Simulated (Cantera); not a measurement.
A closed system holds: 1 mol C₆H₆, 0.3 mol O₂, a varied amount of H₂, held at 325 °C and 0.133 bar.

Method: chemical equilibrium by Gibbs-energy minimisation in Cantera with the NASA 1993 tables (ideal gas, pure condensed phases). Candidate condensed phases: C, C₆H₆, C₇H₈, C₈H₁₈, H₂O; 110 gas species. Rates play no part.

Which condensed phases are stable at each of these points (n(H₂) (mol)): 4.7, 7.5, 10, 13, 16, 19, 22, 24, 27, 30?


```tsv
n(H₂) (mol)	condensed phases	C condensed (%)
4.7	C(graphite)	49.0
7.5	C(graphite)	28.9
10	C(graphite)	11.0
13	gas only	0.0
16	gas only	0.0
19	gas only	0.0
22	gas only	0.0
24	gas only	0.0
27	gas only	0.0
30	gas only	0.0
```

From 4.7 mol H₂ to 10 mol H₂ the condensed part is C(graphite). From 13 mol H₂ to 30 mol H₂ nothing is condensed.
